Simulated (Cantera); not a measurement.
A Cantera script and what it prints.

```python
import numpy as np
import cantera as ct

gas_names = """
    CL CLF CLF3 CL2 F F2 N NF NF2 NF3 N2 Si SiCL SiCL2 SiCL3 SiCL4 SiF SiF2 SiF3 SiF4 SiN Si2 Si2N Si3
""".split()
cond_names = """
    Si(cr) Si(L) Si3N4(a)
""".split()


# ... load() reads the species with a 1 bar reference pressure and builds the phases ...
atoms = {
    'Si': {'Si': 1},
    'NF3': {'N': 1, 'F': 3},
    'N2': {'N': 2},
    'Cl2': {'CL': 2},
}
top_T = {'Si3N4(a)': 2400}  # K; cautious upper limits of use, not melting points


# ... equilibrate(T, P, feed) seeds the gas with the atoms and calls Mixture.equilibrate('TP', solver="vcs", rtol=1e-11, max_steps=5000) ...
results = []
feed = {'Si': 1, 'NF3': 2.2, 'N2': 0.14, 'Cl2': 1.9}  # mol
T = 650  # K
P = 1000  # Pa
mix = equilibrate(T, P, feed)
results.append((T, P, feed, dict(zip(mix.species_names, mix.species_moles))))
print(gas.report(threshold=0.001))
for i in range(1, mix.n_phases):
    print(f"{mix.phase(i).name:16s} {mix.phase_moles(i):12.5e} mol")
```

Output:

```
       temperature   650 K
          pressure   1000 Pa
           density   0.010984 kg/m^3
  mean mol. weight   59.361 kg/kmol
   phase of matter   gas

                          1 kg             1 kmol
                     ---------------   ---------------
          enthalpy       -5.1504e+06       -3.0573e+08  J
   internal energy       -5.2415e+06       -3.1114e+08  J
           entropy            5160.7        3.0634e+05  J/K
    Gibbs function       -8.5049e+06       -5.0485e+08  J
 heat capacity c_p             770.6             45743  J/K
 heat capacity c_v            630.53             37429  J/K

                      mass frac. Y      mole frac. X     chem. pot. / RT
                     ---------------   ---------------   ---------------
               CLF           0.43839           0.47794           -41.823
               CL2           0.13173           0.11029           -34.647
                N2           0.10757           0.22794           -29.969
              SiF4            0.3223           0.18382           -341.49
     [  +20 minor]        3.7635e-07        7.9384e-07

Si(cr)            0.00000e+00 mol
Si3N4(a)          0.00000e+00 mol
```

These are equilibrium values from Cantera (NASA tables, ideal gas, pure condensed phases), not measurements of a reactor.
